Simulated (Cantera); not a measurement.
## Ignition delay

Mixture: 31.6 % H2, 10.5 % O2, 57.9 % N2, equivalence ratio 1.5, at 1.00 bar, adiabatic and at constant pressure. Ignition delay is the time to a rise of 400 K.

Computed with Cantera and the H2/O2 subset of GRI-Mech 3.0, which has no nitrogen chemistry. Where the delays flatten at high temperature, the 400 K rule measures the pace of heat release, not the induction time.

```csv
T0 (K),delay (ms)
1100,0.118
1175,0.0713
1250,0.0492
1325,0.0372
1400,0.0304
1475,0.0264
```
